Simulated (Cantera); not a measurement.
What does this Cantera script print?

```python
import numpy as np
import cantera as ct

gas_names = """
    H HO2 H2 H2O H2O2 O OH O2 O3 P PH PH3 PO PO2 P2 P4 P4O10
""".split()
cond_names = """
    H2O(s) H2O(L) P(cr) P(L) P4O10(s)
""".split()


# ... load() reads the species with a 1 bar reference pressure and builds the phases ...
atoms = {
    'PH3': {'P': 1, 'H': 3},
    'H2O': {'H': 2, 'O': 1},
}
top_T = {'P4O10(s)': 690}  # K; cautious upper limits of use, not melting points


# ... equilibrate(T, P, feed) seeds the gas with the atoms and calls Mixture.equilibrate('TP', solver="vcs", rtol=1e-11, max_steps=5000) ...
results = []
feed = {'PH3': 1, 'H2O': 0.13}  # mol
P = 133.322  # Pa
for T in [1950, 2100, 2250, 2400, 2550, 2700, 2850, 3000, 3150, 3300, 3450]:
    mix = equilibrate(T, P, feed)
    results.append((T, P, feed, dict(zip(mix.species_names, mix.species_moles))))

top = {s: max(r[3][s] / sum(r[3][g] for g in gas_names) for r in results) for s in gas_names}
cols = sorted((s for s in top if top[s] > 0.0001), key=lambda s: -top[s])[:9]
seen = [c for c in cond_names if any(r[3].get(c, 0) > 1e-12 for r in results)]
print("log10 of partial pressures in bar; condensed amounts in mol")
print(f"{'T/K':>10s}" + "".join(f"{s[:9]:>10s}" for s in cols + seen))
for T, P, feed, n in results:
    ng = sum(n[g] for g in gas_names)
    print(f"{T:10.4g}" + "".join(f"{np.log10(max(n[s] / ng * P / 1e5, 1e-99)):10.3f}" for s in cols)
          + "".join(f"{n.get(c, 0):10.4g}" for c in seen))
```

Output:

```
log10 of partial pressures in bar; condensed amounts in mol
       T/K         H        H2         P        P2        PO         O       H2O        PH       PO2
      1950    -4.451    -3.021    -5.339    -3.578    -4.178    -9.049    -5.017    -6.631    -5.998
      2100    -4.029    -3.046    -4.875    -3.602    -4.156    -8.333    -5.295    -6.342    -6.291
      2250    -3.679    -3.100    -4.484    -3.647    -4.164    -7.726    -5.583    -6.120    -6.584
      2400    -3.403    -3.209    -4.165    -3.734    -4.197    -7.198    -5.900    -5.979    -6.871
      2550    -3.205    -3.397    -3.920    -3.885    -4.253    -6.720    -6.261    -5.938    -7.139
      2700    -3.086    -3.681    -3.751    -4.116    -4.316    -6.260    -6.663    -6.007    -7.355
      2850    -3.030    -4.036    -3.649    -4.424    -4.370    -5.796    -7.071    -6.170    -7.495
      3000    -3.008    -4.413    -3.595    -4.779    -4.427    -5.347    -7.465    -6.384    -7.597
      3150    -3.001    -4.781    -3.566    -5.140    -4.524    -4.966    -7.874    -6.611    -7.759
      3300    -3.001    -5.127    -3.547    -5.483    -4.698    -4.697    -8.335    -6.830    -8.071
      3450    -3.002    -5.447    -3.533    -5.805    -4.952    -4.543    -8.851    -7.036    -8.543
```

Cantera equilibrium calculation (NASA polynomials, part measured and part estimated; ideal gas, pure solids and liquids). Gases not in the tables: HPO2, HPO3 and P4O6.
